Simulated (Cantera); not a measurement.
Charge: 1 mol SiCl₄, 0.044 mol HCl, 26 mol H₂, held at 16.0 mbar.

Cantera equilibrium calculation (NASA polynomials, part measured and part estimated; ideal gas, pure solids and liquids). Candidate condensed phases: Si; 19 gas species. The tables' values for SiCl₃ are old estimates; treat these amounts as uncertain. The numbers say what is thermodynamically allowed, not how fast it happens.

Question: At 1073 K, list the 5 most abundant gas species with their mole fractions, and the condensed phases.

Answer: H₂ 0.930, HCl 0.0389, SiCl₄ 0.0198, SiHCl₃ 0.00579, SiCl₂ 0.00317. Condensed: Si(s).
